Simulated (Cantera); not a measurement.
Standard-state values (1 bar) from the NASA 1993 polynomials, evaluated with Cantera. Values are per mole of reaction as written; species without (g) are pure solids or liquids, kept so even where they would boil at 1 bar.

6 H₂(g) + P₄O₁₀(g) ⇌ 5 O₂(g) + 4 PH₃(g)

```
T (K)  ΔH° (kJ)  ΔS° (J/K)  ΔG° (kJ)  log10 K
-----  --------  ---------  --------  -------
1523     2847.7      564.3    1988.2   -68.19
1623          …          …         …        …
1723     2839.9      559.5    1875.8   -56.87
1823     2836.2      557.5    1820.0   -52.15
1923     2832.7      555.6    1764.3   -47.92
2023     2829.3      553.8    1708.8   -44.12
2123          …          …         …        …
2223     2822.7      550.7    1598.4   -37.56
2323     2819.5      549.3    1543.4   -34.70
2423     2816.3      548.0    1488.5   -32.09
```

Question: Some entries are withheld; supply them.

Answer: 
- 1623, ΔH° (kJ): 2843.7
- 1623, ΔS° (J/K): 561.8
- 1623, ΔG° (kJ): 1931.9
- 1623, log10 K: -62.17
- 2123, ΔH° (kJ): 2825.9
- 2123, ΔS° (J/K): 552.2
- 2123, ΔG° (kJ): 1653.5
- 2123, log10 K: -40.68
